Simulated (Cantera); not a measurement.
Source: NASA polynomial tables (part measured, part estimated), evaluated in Cantera. Values are per mole of reaction as written; species without (g) are pure solids or liquids, kept so even where they would boil at 1 bar.

P2(g) + 2 NH3(g) ⇌ 2 N(g) + 2 PH3(g), with ΔH° = 904.5 kJ and ΔS° = 123.6 J/K at 300 K.

Question: How far is the shortcut ΔG° ≈ ΔH°(300 K) − T·ΔS°(300 K) from the full temperature-dependent value at 475, 625, 775, 925, 1075, 1225, 1375, 1525, 1675, 1825 K?

Answer: 
| T (K) | shortcut (kJ) | full (kJ) | difference (kJ) | difference in log10 K |
|---|---|---|---|---|
| 475 | 845.7 | 845.2 | 0.6 | -0.06 |
| 625 | 827.2 | 825.3 | 1.9 | -0.16 |
| 775 | 808.7 | 804.8 | 3.8 | -0.26 |
| 925 | 790.1 | 783.8 | 6.4 | -0.36 |
| 1075 | 771.6 | 762.2 | 9.4 | -0.46 |
| 1225 | 753.1 | 740.2 | 12.8 | -0.55 |
| 1375 | 734.5 | 717.9 | 16.7 | -0.63 |
| 1525 | 716.0 | 695.2 | 20.8 | -0.71 |
| 1675 | 697.4 | 672.3 | 25.2 | -0.79 |
| 1825 | 678.9 | 649.1 | 29.8 | -0.85 |
The shortcut ignores the heat-capacity change of the reaction.
